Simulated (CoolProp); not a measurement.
The numbers come from the reference Helmholtz-energy equation of state, Lemmon 2016 in CoolProp.

Q: Give the vapour pressure (MPa), liquid density (kg/m³), vapour density (kg/m³), liquid cp (kJ/(kg K)) of saturated R227EA at 250.5, 267.8, 285 K.

A: 
| T (K) | p (MPa) | liquid density (kg/m³) | vapour density (kg/m³) | liquid cp (kJ/(kg K)) |
|---|---|---|---|---|
| 250.5 | 0.0765 | 1570 | 6.51 | 1.07 |
| 267.8 | 0.159 | 1510 | 13.0 | 1.10 |
| 285 | 0.298 | 1440 | 23.8 | 1.14 |
